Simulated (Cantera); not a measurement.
A freely propagating, adiabatic, planar premixed flame of H2 : O2 : N2 : H2O = 1 : 0.417 : 1.79 : 0.22 (molar parts), unburnt at 625 K and 4580 Torr; mixture-averaged transport, grid criteria slope 0.08 and curve 0.16, no radiation.

Detailed kinetics in Cantera: the H2/O2 subset of GRI-Mech 3.0, which has no nitrogen chemistry. The hydrogen kinetics of GRI-Mech 3.0 are dated; newer H2 mechanisms differ, most at raised pressure. Burning velocities carry a grid error of a few per cent, more on coarse grids.

Q: How do the results move with these cheaper or finer settings: unity-Lewis-number transport; multicomponent transport; multicomponent+Soret transport; grid criteria slope 0.5, curve 1; grid criteria slope 0.25, curve 0.5; grid criteria slope 0.03, curve 0.06?

A: 
| setting | laminar burning velocity | thermal thickness | peak x(H) | peak x(HO2) | grid points |
|---|---|---|---|---|---|
| as above | 597 cm/s | 0.0455 mm | 0.0259 | 0.00115 | 109 |
| unity-Lewis-number transport | 438 cm/s | 0.0413 mm | 0.0317 | 0.000789 | 106 |
| multicomponent transport | 592 cm/s | 0.0454 mm | 0.0260 | 0.00115 | 109 |
| multicomponent+Soret transport | 554 cm/s | 0.0451 mm | 0.0247 | 0.00115 | 109 |
| grid criteria slope 0.5, curve 1 | 639 cm/s | 0.0566 mm | 0.0273 | 0.00110 | 36 |
| grid criteria slope 0.25, curve 0.5 | 610 cm/s | 0.0494 mm | 0.0261 | 0.00112 | 48 |
| grid criteria slope 0.03, curve 0.06 | 594 cm/s | 0.0444 mm | 0.0260 | 0.00116 | 236 |
Unity Lewis numbers drop preferential diffusion, which matters most where H2 and H carry the flame; Soret adds thermal diffusion.
